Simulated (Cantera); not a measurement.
Feed: 1 mol Fe₂O₃, 74 mol H₂, 6.4 mol N₂, held at 1173.15 K and 2.30 bar.

Method: chemical equilibrium by Gibbs-energy minimisation in Cantera with the NASA 1993 tables (ideal gas, pure condensed phases). Candidate condensed phases: Fe, FeO, Fe(OH)₂, Fe(OH)₃, Fe₂O₃, Fe₃O₄, H₂O; 27 gas species. Rates play no part.

### Question
What is the equilibrium state?

### Answer
| Property | Result |
|---|---|
| x(H₂) | 0.883 |
| x(N₂) | 0.0796 |
| x(H₂O) | 0.0373 |
| x(NH₃) | 0.000117 |
| n(Fe(α)) | 2.00 mol |
| gas amount | 80.39 mol |
| log10 activity of Fe(OH)₂(s) (absent) | -7.04 |
| log10 activity of Fe(OH)₃(s) (absent) | -13.06 |
